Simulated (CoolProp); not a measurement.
The fluid at 345.08 K and 0.0175 MPa flows at 17 m/s in a round tube of 4.6 mm bore and 0.25 µm roughness, fully developed (64/Re and Nu = 3.66 if laminar; Colebrook and Gnielinski if turbulent). The same conditions are run with several fluids, on thermodynamics alone (safety and materials aside).

The numbers come from the reference Helmholtz-energy equation of state of each fluid (toluene: Lemmon 2006; ethane: Bücker 2006; R236FA: Pan 2012) in CoolProp.

```json
[
 {"fluid": "toluene", "Reynolds number": "5550", "Darcy friction factor": "0.0364", "pressure drop (Pa/m)": "648", "heat-transfer coefficient (W/(m² K))": "56.6", "mass flow (kg/h)": "0.577"},
 {"fluid": "ethane", "Reynolds number": "1340", "Darcy friction factor": "0.0476", "pressure drop (Pa/m)": "275", "heat-transfer coefficient (W/(m² K))": "21.8", "mass flow (kg/h)": "0.187"},
 {"fluid": "R236FA", "Reynolds number": "5700", "Darcy friction factor": "0.0361", "pressure drop (Pa/m)": "1050", "heat-transfer coefficient (W/(m² K))": "64.7", "mass flow (kg/h)": "0.946"}
]
```

Transport values come from each fluid's own correlations; those of R236FA are estimates that may be off by 10 % or more.
